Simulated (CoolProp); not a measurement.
Aqueous methanol as a coolant, 29 % by mass, freezing at -24.5 °C, 1 atm.

Values from CoolProp's Melinder's fits for secondary coolants.

```
T (°C)  conductivity (W/(m K))  cp (kJ/(kg K))  density (kg/m³)  viscosity (mPa s)
------  ----------------------  --------------  ---------------  -----------------
-8.9                       [?]           3.819            964.7               5.33
-4.1                     0.418           3.859            963.0               4.29
0.7                      0.422           3.895              [?]               3.51
5.4                      0.426           3.927            959.4               2.92
10.2                     0.429           3.956            957.5               2.45
15                       0.433           3.980            955.4               2.08
19.7                     0.437             [?]            953.2               1.79
24.5                     0.441           4.014            950.9               1.55
29.2                     0.444           4.023            948.5               1.36
34                       0.448           4.028            946.0               1.20
38.8                     0.452           4.026            943.4               1.06
```

Fill in the missing entries.


- -8.9, conductivity (W/(m K)): 0.415
- 0.7, density (kg/m³): 961.3
- 19.7, cp (kJ/(kg K)): 3.999
